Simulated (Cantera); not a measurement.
Input (Python, Cantera) and output of one run.

```python
import numpy as np
import cantera as ct

gas_names = """
    C CN CO CO2 C2 CCN CNC C2N2 C2O C3 C3O2 C4 C4N2 C5 Fe FeC5O5 FeO N NCO NO NO2 NO3 N2 N2O O O2 O3
""".split()
cond_names = """
    C(gr) Fe(a) Fe(c) Fe(d) Fe(L) FeC5O5(L) FeO(s) FeO(L) Fe2O3(s) Fe3O4(s)
""".split()


# ... load() reads the species with a 1 bar reference pressure and builds the phases ...
atoms = {
    'Fe2O3': {'Fe': 2, 'O': 3},
    'CO': {'C': 1, 'O': 1},
    'N2': {'N': 2},
}
top_T = {'C(gr)': 4500, 'Fe2O3(s)': 1830, 'Fe3O4(s)': 1870}  # K; cautious upper limits of use, not melting points


# ... equilibrate(T, P, feed) seeds the gas with the atoms and calls Mixture.equilibrate('TP', solver="vcs", rtol=1e-11, max_steps=5000) ...
results = []
feed = {'Fe2O3': 1, 'CO': 8.2, 'N2': 0.32}  # mol
P = 7800  # Pa
for T in [1223, 1323, 1423, 1523, 1623, 1723, 1823, 1923, 2023]:
    mix = equilibrate(T, P, feed)
    results.append((T, P, feed, dict(zip(mix.species_names, mix.species_moles))))
    x = sorted(zip(gas.X, gas.species_names), reverse=True)
    print(f"T = {T:g} K  P = {P:g} Pa  gas = {mix.phase_moles(0):.4g} mol")
    print("   x: " + "  ".join(f"{s} {v:.3e}" for v, s in x if v > 1e-05))
    print("   condensed (mol): " + ("  ".join(f"{mix.phase(i).name} {mix.phase_moles(i):.4g}"
          for i in range(1, mix.n_phases) if mix.phase_moles(i) > 1e-12) or "none"))
```

Output:

```
T = 1223 K  P = 7800 Pa  gas = 8.52 mol
   x: CO 8.035e-01  CO2 1.590e-01  N2 3.756e-02
   condensed (mol): Fe(c) 0.3545  FeO(s) 1.645
T = 1323 K  P = 7800 Pa  gas = 8.52 mol
   x: CO 8.138e-01  CO2 1.487e-01  N2 3.756e-02
   condensed (mol): Fe(c) 0.2668  FeO(s) 1.733
T = 1423 K  P = 7800 Pa  gas = 8.52 mol
   x: CO 8.225e-01  CO2 1.399e-01  N2 3.756e-02
   condensed (mol): Fe(c) 0.192  FeO(s) 1.808
T = 1523 K  P = 7800 Pa  gas = 8.52 mol
   x: CO 8.301e-01  CO2 1.324e-01  N2 3.756e-02
   condensed (mol): Fe(c) 0.1277  FeO(s) 1.872
T = 1623 K  P = 7800 Pa  gas = 8.52 mol
   x: CO 8.366e-01  CO2 1.258e-01  N2 3.756e-02  Fe 2.143e-05
   condensed (mol): Fe(c) 0.07194  FeO(s) 1.928
T = 1723 K  P = 7800 Pa  gas = 8.521 mol
   x: CO 8.449e-01  CO2 1.175e-01  N2 3.755e-02  Fe 1.116e-04
   condensed (mol): FeO(L) 1.999
T = 1823 K  P = 7800 Pa  gas = 8.524 mol
   x: CO 8.443e-01  CO2 1.178e-01  N2 3.754e-02  Fe 4.357e-04
   condensed (mol): FeO(L) 1.996
T = 1923 K  P = 7800 Pa  gas = 8.533 mol
   x: CO 8.424e-01  CO2 1.187e-01  N2 3.750e-02  Fe 1.455e-03  FeO 1.449e-05
   condensed (mol): FeO(L) 1.987
T = 2023 K  P = 7800 Pa  gas = 8.557 mol
   x: CO 8.373e-01  CO2 1.211e-01  N2 3.740e-02  Fe 4.210e-03  FeO 5.985e-05
   condensed (mol): FeO(L) 1.963
```

These are equilibrium values from Cantera (NASA tables, ideal gas, pure condensed phases), not measurements of a reactor. Mutual solubility and eutectic melting of coexisting phases are not modelled. The tables' stoichiometric FeO is somewhat more stable than real wüstite, so its field is too wide. FeO: taken at fixed stoichiometry.
